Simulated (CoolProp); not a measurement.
A closed Brayton cycle with carbon dioxide: compressor inlet 316.15 K and 9.9 MPa, high pressure 25 MPa, turbine inlet 795 K, compressor efficiency 0.85, turbine efficiency 0.9, recuperator effectiveness 0.95 (on enthalpy, no pinch check). Each further row changes one setting.

Model: reference Helmholtz-energy equation of state, Span 1996, in CoolProp.

| case | thermal efficiency (%) | net work (kJ/kg) | compressor to turbine work | compressor exit (K) | turbine exit (K) |
|---|---|---|---|---|---|
| as stated | 35.7 | 89.0 | 0.24 | 355.0 | 685.7 |
| turbine inlet 745 K | 33.8 | 80.3 | 0.26 | 355.0 | 639.6 |
| compressor inlet 326.15 K | 34.5 | 76.8 | 0.35 | 391.1 | 685.7 |
| high pressure 21.2 MPa | 33.9 | 76.0 | 0.22 | 347.6 | 704.7 |
| recuperator effectiveness 0.5 | 20.6 | 89.0 | 0.24 | 355.0 | 685.7 |
